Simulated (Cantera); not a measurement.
Source: NASA polynomial tables (part measured, part estimated), evaluated in Cantera. Values are per mole of reaction as written; species without (g) are pure solids or liquids, kept so even where they would boil at 1 bar.

2 BF3(g) + O2(g) + 2 B2O2(g) ⇌ 2 B3O3F3(g), with ΔH° = -1547.0 kJ and ΔS° = -514.3 J/K at 300 K.

### Question
How far is the shortcut ΔG° ≈ ΔH°(300 K) − T·ΔS°(300 K) from the full temperature-dependent value at 2198, 2273, 2348, 2423, 2498, 2573, 2648, 2723, 2798, 2873 K?

### Answer
| T (K) | shortcut (kJ) | full (kJ) | difference (kJ) | difference in log10 K |
|---|---|---|---|---|
| 2198 | -416.6 | -459.8 | 43.2 | -1.03 |
| 2273 | -378.0 | -424.6 | 46.6 | -1.07 |
| 2348 | -339.4 | -389.6 | 50.2 | -1.12 |
| 2423 | -300.9 | -354.6 | 53.8 | -1.16 |
| 2498 | -262.3 | -319.8 | 57.5 | -1.20 |
| 2573 | -223.7 | -285.0 | 61.2 | -1.24 |
| 2648 | -185.1 | -250.3 | 65.1 | -1.28 |
| 2723 | -146.6 | -215.6 | 69.0 | -1.32 |
| 2798 | -108.0 | -181.0 | 73.0 | -1.36 |
| 2873 | -69.4 | -146.5 | 77.1 | -1.40 |
The shortcut ignores the heat-capacity change of the reaction.
